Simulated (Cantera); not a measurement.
## Abatement and gas-phase synthesis: H₂O + O₂ + N₂

A closed system holds: 1 mol H₂O, 2.6 mol O₂, 33 mol N₂, held at 0.133 bar.

These are equilibrium values from Cantera (NASA tables, ideal gas, pure condensed phases), not measurements of a reactor. Candidate condensed phases: H₂O; 24 gas species. Kinetics and transport are ignored.

```
T (K)  log p N₂  log p O₂  log p H₂O  log p NO  log p OH  log p O
-----  --------  --------  ---------  --------  --------  -------
748       -0.92     -2.02      -2.44     -7.19    -10.85     <-12
948       -0.92     -2.02      -2.44     -5.85     -8.46   -11.54
1148      -0.92     -2.02      -2.44     -4.97     -6.90    -9.11
1348      -0.92     -2.02      -2.44     -4.35     -5.80    -7.40
1548      -0.92     -2.03      -2.44     -3.90     -4.99    -6.13
1748      -0.92     -2.03      -2.44     -3.55     -4.36    -5.15
1948      -0.92     -2.04      -2.45     -3.27     -3.87    -4.37
2148      -0.92     -2.05      -2.47     -3.05     -3.47    -3.74
```
log p: log10 of the partial pressure in bar; nothing condenses.

From 748 K to 2148 K nothing is condensed.
